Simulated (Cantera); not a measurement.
A closed system holds: 1 mol Pb, 0.2 mol CO, 15 mol N2, equilibrated at 10.0 mbar.

Cantera equilibrium calculation (NASA polynomials, part measured and part estimated; ideal gas, pure solids and liquids). Candidate condensed phases: C, Pb, PbO, PbO2, Pb3O4; 27 gas species. The numbers say what is thermodynamically allowed, not how fast it happens. All values below are at 1473 K.

Base state: N2 0.926, Pb 0.0617, CO 0.0123 (mole fractions); condensed: gas only.

Problem. What changes in the equilibrium state with this change: pressure from 10.0 mbar to 1 atm?

Solution. 
```
species     before   after
----------  ------  ------
N2           0.926   0.968
Pb          0.0617  0.0186
CO          0.0123  0.0129
Pb(l), mol       0   0.712
```
